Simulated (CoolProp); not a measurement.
A single-stage vapour-compression cycle with trans-2-butene: evaporating at 273.15 K (dew point), condensing at 325.15 K (bubble point), superheat 10 K, subcooling 0 K, compressor efficiency 0.9, no pressure losses. Each further row changes one setting.

Model: reference Helmholtz-energy equation of state, Lemmon 2005, in CoolProp. It is a short technical equation, of lower accuracy than the large ones.

```
case                              cooling COP  pressure ratio  discharge temperature (K)  refrigerating effect (kJ/kg)  volumetric capacity (kJ/m³)
--------------------------------  -----------  --------------  -------------------------  ----------------------------  ---------------------------
as stated                                3.84            5.19                      339.5                           300                          726
evaporating temperature 278.15 K   (withheld)      (withheld)                 (withheld)                           306                          885
condensing temperature 320.15 K          4.36            4.54                 (withheld)                           312                          756
subcooling 5 K                           4.00            5.19                      339.5                           312                          756
superheat 20 K                     (withheld)            5.19                 (withheld)                           316                          735
compressor efficiency 0.8                3.41            5.19                 (withheld)                           300                          726
```

**Question.** Fill in the missing entries.

**Answer.** 
- evaporating temperature 278.15 K, cooling COP: 4.42
- evaporating temperature 278.15 K, pressure ratio: 4.30
- evaporating temperature 278.15 K, discharge temperature (K): 338.5
- condensing temperature 320.15 K, discharge temperature (K): 334.7
- superheat 20 K, cooling COP: 3.88
- superheat 20 K, discharge temperature (K): 349.6
- compressor efficiency 0.8, discharge temperature (K): 344.7
